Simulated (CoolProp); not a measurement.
Ethanol at several states: density (kg/m³) from the reference equation and from simpler models built on Tc = 241.6 °C, pc = 62.68 bar, ω = 0.644; each cubic takes its own stable root.

Model: reference Helmholtz-energy equation of state, Schroeder 2014, in CoolProp.

| T (°C) | p (bar) | phase | reference | Soave-Redlich-Kwong | Peng-Robinson |
|---|---|---|---|---|---|
| -105.05 | 71.9 | liquid | 902.8 | 738.5 | 825.1 |
| -31.85 | 1.38 | liquid | 833.5 | 704.5 | 789.6 |
| -89.45 | 0.141 | liquid | 884.4 | 731.7 | 818.1 |
| 291.85 | 0.633 | gas | 0.6220 | 0.6222 | 0.6224 |
| -107.95 | 0.176 | liquid | 902.4 | 738.9 | 825.6 |
